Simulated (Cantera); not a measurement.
A perfectly stirred reactor is fed with CO : O2 : H2O : N2 = 0.006 : 0.033 : 0.053 : 1 (molar parts), at 0.300 bar; it is held at 1400 K, and followed from long to short residence time.

Model: GRI-Mech 3.0 (53 species, 325 reactions), integrated in Cantera.

**Question.** Predict: x(CO) at τ = 1.90 s; x(O2) at τ = 1.90 s; x(H2O) at τ = 1.90 s; x(N2O) at τ = 1.90 s; x(OH) at τ = 1.90 s; x(CO) at τ = 33.0 ms; x(O2) at τ = 33.0 ms; x(H2O) at τ = 33.0 ms; x(N2O) at τ = 33.0 ms; x(OH) at τ = 33.0 ms.

**Answer.** 
```json
{
 "x(CO) at τ = 1.90 s": "3.13e-5",
 "x(O2) at τ = 1.90 s": "0.0275",
 "x(H2O) at τ = 1.90 s": "0.0486",
 "x(N2O) at τ = 1.90 s": "2.12e-7",
 "x(OH) at τ = 1.90 s": "0.000115",
 "x(CO) at τ = 33.0 ms": "0.000458",
 "x(O2) at τ = 33.0 ms": "0.0277",
 "x(H2O) at τ = 33.0 ms": "0.0483",
 "x(N2O) at τ = 33.0 ms": "1.46e-7",
 "x(OH) at τ = 33.0 ms": "0.000412"
}
```
